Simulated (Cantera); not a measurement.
A perfectly stirred reactor is fed with NO : N2 = 1 : 4.8 (molar parts), at 5000 Pa; it is held at 2075 K, and followed from long to short residence time.

Computed with Cantera and GRI-Mech 3.0 (53 species, 325 reactions).

Question: Predict: x(NO) at τ = 0.780 s; x(O) at τ = 0.780 s; x(N2O) at τ = 0.780 s; x(O2) at τ = 0.780 s; x(N2) at τ = 0.780 s; x(NO) at τ = 64.0 ms; x(O) at τ = 64.0 ms; x(N2O) at τ = 64.0 ms; x(O2) at τ = 64.0 ms; x(N2) at τ = 64.0 ms.

Answer: 
```json
{
 "x(NO) at τ = 0.780 s": "0.154",
 "x(O) at τ = 0.780 s": "0.000579",
 "x(N2O) at τ = 0.780 s": "9.94e-6",
 "x(O2) at τ = 0.780 s": "0.00878",
 "x(N2) at τ = 0.780 s": "0.836",
 "x(NO) at τ = 64.0 ms": "0.172",
 "x(O) at τ = 64.0 ms": "0.000215",
 "x(N2O) at τ = 64.0 ms": "1.27e-5",
 "x(O2) at τ = 64.0 ms": "0.000317",
 "x(N2) at τ = 64.0 ms": "0.828"
}
```
